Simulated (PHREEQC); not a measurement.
A solution holds 2.2 mmol/kgw ZnSO4 and 8.8 mmol/kgw FeSO4, at 25 °C. Closed to the air; pH follows from the charge balance.

The numbers come from PHREEQC with the ion-association model, phreeqc.dat.

```tsv
quantity	before	after
pH	5.93	5.36
ionic strength (mol/kgw)	0.0311	0.0264
SO4-2 (mol/kgw)	0.00774	0.00656
Fe+2 (mol/kgw)	0.00634	0.00520
FeSO4 (mol/kgw)	0.00246	0.00359
Zn+2 (mol/kgw)	0.00144	0.00138
SI of Melanterite (FeSO4:7H2O)	-2.65	-3.26
```

**Question.** Which change was made?
A) temperature from 25 to 40 °C
B) FeSO4 from 0.0088 to 0.088 mol/kgw
C) diluted 10-fold with water
D) temperature from 25 to 75 °C
E) FeSO4 from 0.0088 to 0.0176 mol/kgw

**Answer.** D, temperature from 25 to 75 °C

Precipitation was switched off in this run. Constants without temperature data keep their 25 °C values here.
